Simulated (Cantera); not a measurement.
Standard-state values (1 bar) from the NASA 1993 polynomials, evaluated with Cantera. Values are per mole of reaction as written; species without (g) are pure solids or liquids, kept so even where they would boil at 1 bar.

### Question
Between 2198 and 2548 K, where is each reaction favourable under standard conditions?
- 2 H2(g) + O2(g) = 2 H2O(g)
- 2 B + O2(g) = B2O2(g)
- 2 Si + O2(g) = 2 SiO(g)

### Answer
- 2 H2(g) + O2(g) = 2 H2O(g): ΔG° is -248 kJ at 2198 K and -207 kJ at 2548 K; it stays negative (K > 1). ΔH° is -504 kJ and ΔS° -116 J/K at 2548 K.
- 2 B + O2(g) = B2O2(g): ΔG° is -505 kJ at 2198 K and -502 kJ at 2548 K; it stays negative (K > 1). ΔH° is -576 kJ and ΔS° -29 J/K at 2548 K.
- 2 Si + O2(g) = 2 SiO(g): ΔG° is -531 kJ at 2198 K and -562 kJ at 2548 K; it stays negative (K > 1). ΔH° is -339 kJ and ΔS° 87 J/K at 2548 K.
